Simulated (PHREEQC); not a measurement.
0.45 g of hydrous ferric oxide (600 m²/g; 0.2 weak and 0.005 strong sites per Fe, Dzombak-Morel constants, diffuse double layer) in 1 kg of water with 0.01 mol/kgw of an inert sodium salt, at 25 °C; the pH is set by adding NaOH or the inert anion's acid. Oxygen alone is held at its pressure in air (log pO2 = -0.68). CO2 from the air is kept out. Precipitation was switched off in this run.

Computed with PHREEQC (ion-association model, wateq4f.dat).

```tsv
pH	surface charge σ (C/m²)	surface potential ψ (mV)
4	0.217	185
4.5	0.161	170
5	0.114	152
5.5	0.077	132
6	0.050	?
6.5	0.030	86
7	0.017	61
7.5	0.008	34
8	0.001	6
8.5	-0.005	-22
9	?	-49
9.5	-0.024	?
10	-0.040	-100
```

**Question.** What belongs in the gaps?

**Answer.** 
- 6, surface potential ψ (mV): 110
- 9, surface charge σ (C/m²): -0.013
- 9.5, surface potential ψ (mV): -75
